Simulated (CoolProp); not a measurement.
Vapour-liquid equilibrium of methanol (1) + water (2) at 388.4 K; x and y are mole fractions of (1).

The numbers come from the multi-fluid Helmholtz-energy mixture model, de Reuck 1993 and Wagner 2002; pair parameters Bell 2016 in CoolProp.

| x | bubble pressure, mixture model (bar) | bubble pressure, Raoult's law (bar) | y, mixture model | y, Raoult's law |
|---|---|---|---|---|
| 0.05 | 2.006 | 1.900 | 0.183 | 0.147 |
| 0.125 | 2.408 | 2.192 | 0.362 | 0.319 |
| 0.2 | (withheld) | 2.484 | 0.484 | 0.451 |
| 0.275 | 3.100 | 2.776 | 0.573 | 0.555 |
| 0.35 | 3.404 | 3.068 | 0.643 | 0.639 |
| 0.425 | 3.687 | 3.360 | 0.700 | 0.708 |
| 0.5 | (withheld) | 3.652 | 0.749 | 0.766 |
| 0.575 | (withheld) | 3.944 | (withheld) | 0.816 |
| 0.65 | 4.460 | 4.236 | 0.831 | 0.859 |
| 0.725 | 4.704 | 4.528 | 0.869 | 0.896 |
| 0.8 | (withheld) | 4.820 | 0.905 | 0.929 |
| 0.875 | 5.189 | 5.112 | (withheld) | 0.958 |
| 0.95 | (withheld) | 5.404 | 0.976 | 0.984 |

Question: Complete the blanks.

Answer: 
- 0.2, bubble pressure, mixture model (bar): 2.770
- 0.5, bubble pressure, mixture model (bar): 3.955
- 0.575, bubble pressure, mixture model (bar): 4.211
- 0.575, y, mixture model: 0.792
- 0.8, bubble pressure, mixture model (bar): 4.946
- 0.875, y, mixture model: 0.940
- 0.95, bubble pressure, mixture model (bar): 5.434

The largest gap from Raoult's law is +11.7 % in bubble pressure, at x = 0.275. No azeotrope shows between x = 0.05 and 0.95.

Pair parameters are fitted to limited data, so mixtures are less certain than the pure fluids.
